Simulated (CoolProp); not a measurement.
Vapour-liquid equilibrium of propylene (1) + acetone (2) at 25.85 °C; x and y are mole fractions of (1).

Model: multi-fluid Helmholtz-energy mixture model, Lemmon 2013 and Lemmon 2006; pair parameters Bell 2016, in CoolProp.

| x | bubble pressure (MPa) | y at the bubble point | dew pressure at overall composition x (MPa) | liquid density (mol/L) |
|---|---|---|---|---|
| 0.05 | 0.1512 | 0.791 | 0.03357 | 13.46 |
| 0.2 | 0.4692 | 0.935 | 0.03989 | 13.33 |
| 0.35 | 0.6870 | 0.958 | 0.04907 | 13.17 |
| 0.5 | 0.8147 | 0.966 | 0.06367 | 12.97 |
| 0.65 | 0.8989 | 0.972 | 0.09068 | 12.72 |
| 0.8 | 0.9874 | 0.979 | 0.1577 | 12.44 |
| 0.95 | 1.119 | 0.993 | 0.5969 | 12.11 |

No azeotrope shows between x = 0.05 and 0.95.

Pair parameters are fitted to limited data, so mixtures are less certain than the pure fluids. With so large a gap from Raoult's law the liquid may split in two, which this calculation doesn't test in full.
